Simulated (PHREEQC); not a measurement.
3.8 g of hydrous ferric oxide (600 m²/g; 0.2 weak and 0.005 strong sites per Fe, Dzombak-Morel constants, diffuse double layer) in 1 kg of water with 0.05 mol/kgw of an inert sodium salt and 0.0094 mmol/kgw Na2HAsO4, at 25 °C; the pH is set by adding NaOH or the inert anion's acid. Oxygen is held at 0.21 atm. CO2 from the air is kept out. Nothing may precipitate in this run.

Computed with PHREEQC (ion-association model, wateq4f.dat).

Task: Predict surface charge σ (C/m²), surface potential ψ (mV) at pH = 6, 7.5, 10.5, 11.5.

Result: 
| pH | surface charge σ (C/m²) | surface potential ψ (mV) |
|---|---|---|
| 6 | 0.089 | 99 |
| 7.5 | 0.017 | 31 |
| 10.5 | -0.112 | -110 |
| 11.5 | -0.219 | -142 |

Complexes and solids missing from the database can't appear.
